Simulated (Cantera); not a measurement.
## Ammonia decomposition in nitride growth gas

An isothermal, constant-pressure homogeneous reactor starts with NH3 : N2 = 1 : 27 (molar parts), at 1925 K and 900 Torr.

Cantera simulation using the gas-phase N/H chemistry of the illustrative SiF4/NH3 mechanism in the Surface Chemkin manual (1991); the numbers are that mechanism's predictions, not measurements. Walls and surfaces, which speed up NH3 decomposition in real reactors, are not modelled.

```csv
t (s),x NH3,x H2,x N2H2,x NH,x NH2,x N2H4,x N
1.00e-6,0.0357,6.30e-8,<1e-12,2.48e-12,2.57e-7,<1e-12,<1e-12
9.87e-6,0.0357,1.69e-6,2.94e-11,8.60e-10,3.60e-6,1.32e-11,<1e-12
9.74e-5,0.0357,1.91e-5,4.65e-9,1.34e-7,3.71e-5,1.44e-9,5.33e-10
0.000961,0.0353,0.000445,1.40e-7,1.65e-6,0.000169,3.01e-8,1.77e-8
0.00949,0.0315,0.00593,1.20e-7,2.81e-6,0.000122,1.57e-8,1.82e-7
0.0936,0.0113,0.0352,3.24e-8,2.39e-6,4.74e-5,2.36e-9,4.20e-7
0.924,9.71e-5,0.0515,3.69e-11,1.46e-7,1.03e-6,1.10e-12,7.27e-8
9.12,4.66e-6,0.0516,<1e-12,7.49e-9,5.09e-8,<1e-12,3.87e-9
90.0,5.15e-7,0.0516,<1e-12,8.29e-10,5.64e-9,<1e-12,4.28e-10
```
x: mole fraction; the columns are a selection and need not sum to one.

Equilibrium at this temperature and pressure: NH3 3.12e-7, H2 0.0516, N2H2 <1e-12, NH 5.02e-10, NH2 3.41e-9, N2H4 <1e-12, N 2.59e-10 (gas phase only).
